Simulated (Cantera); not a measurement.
A closed system holds: 1 mol SiO₂, 1.6 mol CH₄, 0.31 mol CO, equilibrated at 0.180 bar.

Method: chemical equilibrium by Gibbs-energy minimisation in Cantera with the NASA 1993 tables (ideal gas, pure condensed phases). Candidate condensed phases: C, C₆H₆, C₇H₈, C₈H₁₈, H₂O, Si, SiC, SiO₂; 123 gas species. Mutual solubility and eutectic melting of coexisting phases are not modelled. The tables hold silica as quartz up to 1696 K and as liquid above; real silica turns to tridymite and cristobalite and melts near 1996 K. Gases not in the tables: Si₂H₆ and higher silanes. Kinetics and transport are ignored.

Problem. Which condensed phases are stable at each of these points (T (°C)): 1252, 1327, 1402, 1477, 1552, 1627, 1702, 1777, 1852, 1927, 2002, 2077, 2152?

Solution. 
```csv
T (°C),condensed phases,Si condensed (%)
1252,C(graphite) + SiC(s) + SiO₂(β-quartz),99.8
1327,SiC(s) + SiO₂(β-quartz),99.1
1402,SiC(s) + SiO₂(β-quartz),95.4
1477,SiC(s) + SiO₂(condensed),79.7
1552,SiC(s),30.0
1627,SiC(s),30.0
1702,SiC(s),30.0
1777,SiC(s),29.9
1852,SiC(s),29.8
1927,SiC(s),29.5
2002,SiC(s),28.8
2077,SiC(s),27.3
2152,SiC(s),24.2
```

At 1252 °C the condensed part is C(graphite) + SiC(s) + SiO₂(β-quartz). From 1327 °C to 1402 °C the condensed part is SiC(s) + SiO₂(β-quartz). At 1477 °C the condensed part is SiC(s) + SiO₂(condensed). From 1552 °C to 2152 °C the condensed part is SiC(s).
